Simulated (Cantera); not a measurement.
An adiabatic, constant-volume homogeneous reactor starts with 3.46 % C2H4, 17.9 % O2, 67.2 % N2, 11.4 % H2O, equivalence ratio 0.58, at 1375 K and 5700 Torr.

Computed with Cantera and GRI-Mech 3.0 (53 species, 325 reactions). GRI-Mech 3.0 was tuned for natural gas; its chemistry of ethylene as a main component is partial and can be far from experiment.

x: mole fraction; the columns are a selection and need not sum to one.

| t (s) | T (K) | P (bar) | x C2H4 | x O2 | x H2O | x CH2CO | x CH2O | x C2H2 |
|---|---|---|---|---|---|---|---|---|
| 5.00e-6 | 1375 | 7.60 | 0.0346 | 0.179 | 0.114 | 9.12e-8 | 3.87e-8 | 3.46e-7 |
| 1.25e-5 | 1375 | 7.60 | 0.0346 | 0.179 | 0.114 | 1.30e-6 | 5.66e-7 | 9.40e-7 |
| 3.13e-5 | … | 13.2 | <1e-12 | … | 0.165 | … | … | 4.94e-10 |
| 7.83e-5 | 2659 | 14.8 | <1e-12 | 0.0738 | 0.174 | <1e-12 | 6.09e-11 | <1e-12 |
| 0.000196 | 2656 | 14.8 | <1e-12 | 0.0729 | 0.174 | <1e-12 | 5.99e-11 | <1e-12 |
| 0.000490 | 2649 | 14.8 | <1e-12 | 0.0712 | 0.174 | <1e-12 | 5.79e-11 | <1e-12 |
| 0.00122 | 2640 | 14.7 | <1e-12 | 0.0688 | 0.174 | <1e-12 | 5.51e-11 | <1e-12 |
| 0.00306 | 2633 | 14.7 | <1e-12 | 0.0671 | 0.175 | <1e-12 | 5.34e-11 | <1e-12 |
| 0.00766 | 2632 | 14.7 | <1e-12 | 0.0669 | 0.175 | <1e-12 | 5.31e-11 | <1e-12 |
| 0.0192 | 2632 | 14.7 | <1e-12 | 0.0669 | 0.175 | <1e-12 | 5.31e-11 | <1e-12 |
| 0.0479 | 2632 | 14.7 | <1e-12 | 0.0669 | 0.175 | <1e-12 | 5.31e-11 | <1e-12 |
| 0.120 | 2632 | 14.7 | <1e-12 | 0.0669 | 0.175 | <1e-12 | 5.31e-11 | <1e-12 |
| 0.300 | 2632 | 14.7 | <1e-12 | 0.0669 | 0.175 | <1e-12 | 5.31e-11 | <1e-12 |

### Question
Complete the blanks.

### Answer

- 3.13e-5, T (K): 2318
- 3.13e-5, x O2: 0.0884
- 3.13e-5, x CH2CO: 4.08e-7
- 3.13e-5, x CH2O: 2.18e-8
